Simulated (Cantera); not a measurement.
A closed system holds: 1 mol c-C₄F₈, 0.18 mol Si, equilibrated at 3275 °C and 133 Pa.

Equilibrium computed with Cantera from the NASA thermochemical tables; the gas is ideal and each condensed phase is pure. Candidate condensed phases: C, Si, SiC; 23 gas species. The feed counts by its element totals alone. The tables' values for SiF, SiF₂, SiF₃ are old estimates; treat these amounts as uncertain. Rates play no part.

Question: What is the equilibrium state?

Answer: 
| Quantity | Result |
|---|---|
| x(F) | 0.685 |
| x(C) | 0.245 |
| x(C₂) | 0.0223 |
| x(CF) | 0.0161 |
| x(C₃) | 0.0156 |
| x(Si) | 0.0131 |
| x(SiF) | 0.00201 |
| x(SiF₂) | 0.000576 |
| x(SiC₂) | 0.000165 |
| gas amount | 11.35 mol |
| log10 activity of C(graphite) (absent) | -1.10 |
| log10 activity of Si(l) (absent) | -4.82 |
